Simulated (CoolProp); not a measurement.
The numbers come from the reference Helmholtz-energy equation of state, Platzer 1990 in CoolProp. This equation is an older, rougher fit; its heat capacities, sound speeds and derivatives of the liquid may be far off and weren't checked against measurements.

Give the vapour pressure (bar), vapour Z, liquid viscosity (µPa s), liquid conductivity (mW/(m K)) of saturated CF4 (R14) at 200.7 K.


```csv
T (K),p (bar),vapour Z,liquid viscosity (µPa s),liquid conductivity (mW/(m K))
200.7,15.9,0.728,96.6,54.0
```

Viscosity comes from a separate model (Huber 2003), an estimate that may be off by 10 % or more. Thermal conductivity comes from a separate model (Huber 2003), an estimate that may be off by 10 % or more.
